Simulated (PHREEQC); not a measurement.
Consider water at 25 °C with 0.0044 mol/kgw HF, 0.00015 mol/kgw NH4HF2 and 0.0041 mol/kgw (NH4)2SiF6. Closed to the air; pH follows from the charge balance.

The numbers come from PHREEQC with the ion-association model, phreeqc.dat.

```
quantity                   before     after
------------------------  -------  --------
pH                           2.86      3.24
ionic strength (mol/kgw)   0.0139   0.00156
HF (mol/kgw)              0.00315  0.000987
F- (mol/kgw)              0.00173   0.00119
HF2- (mol/kgw)            2.09e-5   4.49e-6
NH3 (mol/kgw)             3.03e-9  7.84e-10
```

### Question
Which change was made?
A. (NH4)2SiF6 left out
B. temperature from 25 to 35 °C
C. (NH4)2SiF6 replaced by Na2SiF6 at the same molality
D. diluted 5-fold with water
E. diluted 10-fold with water

### Answer
E, diluted 10-fold with water

No solid was allowed to form. Some of these states are supersaturated (in Quartz (slow to form), for instance). SiF6-2 is the database's only silicon fluoride.
